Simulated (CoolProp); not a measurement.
The fluid at 373.06 K and 0.689 MPa is throttled through a valve to 0.209 MPa with no heat exchange. The same conditions are run with several fluids, on thermodynamics alone (safety and materials aside).

Model: reference Helmholtz-energy equation of state of each fluid (propylene: Lemmon 2013; R21: Platzer 1990; methane: Setzmann 1991; hydrogen sulfide: Lemmon 2006; carbon monoxide: Lemmon 2006), in CoolProp. The equations of Platzer and Polt are older, rougher fits.

Question: Rank propylene, R21, methane, hydrogen sulfide, carbon monoxide by temperature change (K), highest first.

Answer: carbon monoxide (-0.7), methane (-1.3), propylene (-4.5), hydrogen sulfide (-5.1), R21 (-10.6)

```tsv
fluid	final density (kg/m³)
propylene	2.91
R21	7.36
methane	1.09
hydrogen sulfide	2.35
carbon monoxide	1.89
```
